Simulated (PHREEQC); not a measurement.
Solution (92 °C): 0.0007 mol CuCl2, 0.000115 mol HBF4 and 0.0055 mol KCl per kg of water. Closed to the air; pH follows from the charge balance.

Computed with PHREEQC (ion-association model, wateq4f.dat).

```json
{
 "pH": "3.69",
 "ionic_strength": "0.00761 mol/kgw",
 "total_alkalinity": "-0.460 meq/kg"
}
```

| species | molality | activity | log γ |
|---|---|---|---|
| Cl- | 0.00679 | 0.00611 | -0.046 |
| K+ | 0.00550 | 0.00494 | -0.046 |
| Cu+2 | 0.000591 | 0.000396 | -0.174 |
| HF | 0.000235 | 0.000235 | 0.001 |
| H+ | 0.000225 | 0.000205 | -0.040 |
| F- | 0.000222 | 0.000199 | -0.046 |
| H3BO3 | 0.000115 | 0.000115 | 0.001 |
| CuCl+ | 0.000105 | 9.48e-5 | -0.046 |
| CuF+ | 2.64e-6 | 2.38e-6 | -0.046 |
| CuCl2 | 5.61e-7 | 5.62e-7 | 0.001 |
| HF2- | 2.14e-7 | 1.92e-7 | -0.046 |
| BF2(OH)2- | 7.39e-8 | 6.62e-8 | -0.048 |
| Cu2(OH)2+2 | 5.68e-8 | 3.72e-8 | -0.183 |
| CuOH+ | 2.15e-8 | 1.93e-8 | -0.046 |
| BF(OH)3- | 1.81e-8 | 1.62e-8 | -0.048 |
| H2F2 | 9.80e-9 | 9.82e-9 | 0.001 |

No solid was allowed to form. Away from 25 °C the constants follow the database's enthalpies or fits; those with neither stay at their 25 °C values. Real BF4- forms and hydrolyses slowly; the run takes it at equilibrium.
